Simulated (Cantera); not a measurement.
Mixture: 11.2 % CH4, 14.9 % O2, 56.0 % N2, 17.9 % H2O, equivalence ratio 1.5, at 4.93 atm, adiabatic and at constant pressure. Ignition delay is the time to a rise of 400 K.

Cantera simulation using GRI-Mech 3.0 (53 species, 325 reactions); the numbers are that mechanism's predictions, not measurements.

Predict: delay at 1125 K; delay at 1325 K; delay at 1525 K; delay at 1725 K; apparent activation energy between 1625 and 1825 K.


```json
{
  "delay at 1125 K": "37.3 ms",
  "delay at 1325 K": "3.81 ms",
  "delay at 1525 K": "0.475 ms",
  "delay at 1725 K": "70.3 µs",
  "apparent activation energy between 1625 and 1825 K": "210 kJ/mol"
}
```
